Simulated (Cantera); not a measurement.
A freely propagating, adiabatic, planar premixed flame of 28.3 % H₂, 15.1 % O₂, 56.6 % N₂, equivalence ratio 0.94, unburnt at 650 K and 4.00 bar; unity-Lewis-number transport, grid criteria slope 0.08 and curve 0.16, no radiation.

Computed with Cantera and the H2/O2 subset of GRI-Mech 3.0, which has no nitrogen chemistry. The hydrogen kinetics of GRI-Mech 3.0 are dated; newer H2 mechanisms differ, most at raised pressure. Unity Lewis numbers drop preferential diffusion, which matters most where H2 and H carry the flame. Burning velocities carry a grid error of a few per cent, more on coarse grids.

x: mole fraction of selected species; z is measured from the peak of heat release.

```
z (mm)   T (K)  u (m/s)    x H₂    x O₂   x H₂O₂      x OH     x HO₂     x H₂O
-------  -----  -------  ------  ------  -------  --------  --------  --------
-0.193     650     5.93   0.283   0.151    <1e-8     <1e-8   1.59e-8   3.21e-7
-0.129     650     5.93   0.283   0.151    <1e-8     <1e-8   2.37e-7   4.80e-6
-0.0966    650     5.93   0.283   0.151  8.78e-8     <1e-8   2.14e-6   4.37e-5
-0.0644    653     5.95   0.283   0.150  6.33e-7   1.09e-8   1.55e-5  0.000320
-0.0322      …     6.56   0.275   0.146        …         …         …         …
-0.0161   1007     8.97   0.237   0.128  2.64e-5  0.000859  0.000505    0.0505
0         1468     12.7   0.137  0.0811  1.03e-5   0.00550  0.000227     0.144
0.0161    1772     15.0  0.0654  0.0444  3.99e-6    0.0136  0.000101     0.212
0.0322    1933     16.1  0.0471  0.0325  2.50e-6    0.0178   6.17e-5     0.235
0.0644    2106     17.3       …       …        …    0.0197         …     0.252
0.129     2267     18.4  0.0327  0.0224  1.04e-6    0.0192   2.26e-5     0.268
0.258     2399     19.3  0.0252  0.0188  7.94e-7    0.0171   1.32e-5     0.284
0.515     2497     19.9  0.0183  0.0159  6.59e-7    0.0145   8.24e-6     0.296
```

Some entries are withheld; supply them.


- -0.0322, T (K): 723
- -0.0322, x H₂O₂: 1.31e-5
- -0.0322, x OH: 2.89e-5
- -0.0322, x HO₂: 0.000362
- -0.0322, x H₂O: 0.00922
- 0.0644, x H₂: 0.0395
- 0.0644, x O₂: 0.0266
- 0.0644, x H₂O₂: 1.52e-6
- 0.0644, x HO₂: 3.80e-5
